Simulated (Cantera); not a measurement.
A closed system holds: 1 mol CO2, 0.028 mol SO2, 0.12 mol H2, equilibrated at 948 K and 2330 Torr.

Cantera equilibrium calculation (NASA polynomials, part measured and part estimated; ideal gas, pure solids and liquids). Candidate condensed phases: C, C6H6, C7H8, C8H18, H2O, H2SO4, S; 123 gas species. Gases not in the tables: S3 to S7. Equilibrium is a limit: real reactors are often held back by kinetics, nucleation or transport.

**Question.** What is the equilibrium state?

**Answer.** 
```
Item                                        Value
--------------------------------------  ---------
x(CO2)                                      0.861
x(H2O)                                     0.0815
x(CO)                                      0.0276
x(H2S)                                     0.0209
x(H2)                                     0.00473
x(COS)                                    0.00387
x(S2)                                    0.000104
x(SO2)                                    6.44e-6
x(CS2)                                    4.16e-6
gas amount                              1.120 mol
log10 activity of S(l) (absent)             -1.96
log10 activity of C(graphite) (absent)      -2.32
log10 activity of H2SO4(l) (absent)        -17.76
```
